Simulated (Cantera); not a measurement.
A freely propagating, adiabatic, planar premixed flame of CH4 : C2H6 : O2 : N2 = 1 : 0.041 : 1.79 : 5 (molar parts), unburnt at 300 K and 110000 Pa; unity-Lewis-number transport, grid criteria slope 0.08 and curve 0.16, no radiation.

Model: GRI-Mech 3.0 (53 species, 325 reactions), integrated in Cantera. Unity Lewis numbers drop preferential diffusion, which matters most where H2 and H carry the flame. Burning velocities carry a grid error of a few per cent, more on coarse grids.

### Question
Predict: laminar burning velocity; thermal thickness; peak x(CH3); peak x(H2).

### Answer
| Quantity | Value |
|---|---|
| laminar burning velocity | 39.1 cm/s |
| thermal thickness | 0.372 mm |
| peak x(CH3) | 0.00371 |
| peak x(H2) | 0.0427 |
